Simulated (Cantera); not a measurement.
Cantera with NASA thermochemical tables; ideal gases at 1 bar, condensed phases pure. Values are per mole of reaction as written; species without (g) are pure solids or liquids, kept so even where they would boil at 1 bar.

a) 0.6667 B + Cl₂(g) = 0.6667 BCl₃(g)
b) 2 Li + Cl₂(g) = 2 LiCl(g)
c) 2 Na + Cl₂(g) = 2 NaCl(g)
d) 0.6667 Al + Cl₂(g) = 0.6667 AlCl₃(g)

Order these by ΔG° at 1175 K, most negative first.

b (-536 kJ), c (-493 kJ), d (-348 kJ), a (-229 kJ)
